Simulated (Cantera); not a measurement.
A perfectly stirred reactor is fed with CH3OH : O2 : N2 = 1 : 1.07 : 4.03 (molar parts), equivalence ratio 1.4, at 5.80 bar; it is adiabatic with a 750 K inlet, and is followed from long to short residence time, starting on the burning branch (τ in s: 0.25, 0.088, 0.031, 0.011, 0.0038, 0.0013, 0.00047, 0.00017, 5.8e-05, 2.1e-05, 7.2e-06).

Detailed kinetics in Cantera: GRI-Mech 3.0 (53 species, 325 reactions). GRI-Mech 3.0 was tuned for natural gas; its chemistry of methanol as a main component is partial and can be far from experiment.

Q: What does this change do: inlet temperature 750 to 700 K?

A: 
```
quantity                                                                      before                               after
------------------------------------------------  ----------------------------------  ----------------------------------
blow-out, bracketed by the residence times tried  burning at 21.0 µs, out at 7.20 µs  burning at 21.0 µs, out at 7.20 µs
x(CH3OH) at τ = 0.250 s                                                      1.22e-7                             1.51e-7
x(O2) at τ = 0.250 s                                                         3.76e-5                             2.77e-5
x(H2) at τ = 0.250 s                                                          0.0468                              0.0472
x(NO) at τ = 0.250 s                                                        0.000180                            0.000137
x(CO) at τ = 0.250 s                                                          0.0755                              0.0751
x(CH3OH) at τ = 1.30 ms                                                      8.99e-6                             9.72e-6
x(O2) at τ = 1.30 ms                                                        0.000603                            0.000589
x(H2) at τ = 1.30 ms                                                          0.0472                              0.0475
x(NO) at τ = 1.30 ms                                                        0.000187                            0.000157
x(CO) at τ = 1.30 ms                                                          0.0758                              0.0753
```

Q: What does this change do: CH3OH 1 to 1.4 parts?

A: 
```tsv
quantity	before	after
blow-out, bracketed by the residence times tried	burning at 21.0 µs, out at 7.20 µs	burning at 58.0 µs, out at 21.0 µs
x(CH3OH) at τ = 0.250 s	1.22e-7	8.05e-7
x(O2) at τ = 0.250 s	3.76e-5	1.46e-5
x(H2) at τ = 0.250 s	0.0468	0.125
x(NO) at τ = 0.250 s	0.000180	7.78e-6
x(CO) at τ = 0.250 s	0.0755	0.125
x(CH3OH) at τ = 1.30 ms	8.99e-6	2.97e-5
x(O2) at τ = 1.30 ms	0.000603	0.000499
x(H2) at τ = 1.30 ms	0.0472	0.124
x(NO) at τ = 1.30 ms	0.000187	2.81e-5
x(CO) at τ = 1.30 ms	0.0758	0.125
```

Q: What does this change do: inlet temperature 750 to 400 K?

A: 
```
quantity                                                                      before                               after
------------------------------------------------  ----------------------------------  ----------------------------------
blow-out, bracketed by the residence times tried  burning at 21.0 µs, out at 7.20 µs  burning at 21.0 µs, out at 7.20 µs
x(CH3OH) at τ = 0.250 s                                                      1.22e-7                             5.15e-7
x(O2) at τ = 0.250 s                                                         3.76e-5                             1.86e-5
x(H2) at τ = 0.250 s                                                          0.0468                              0.0497
x(NO) at τ = 0.250 s                                                        0.000180                             2.85e-5
x(CO) at τ = 0.250 s                                                          0.0755                              0.0725
x(CH3OH) at τ = 1.30 ms                                                      8.99e-6                             1.51e-5
x(O2) at τ = 1.30 ms                                                        0.000603                            0.000575
x(H2) at τ = 1.30 ms                                                          0.0472                              0.0497
x(NO) at τ = 1.30 ms                                                        0.000187                             6.51e-5
x(CO) at τ = 1.30 ms                                                          0.0758                              0.0727
```
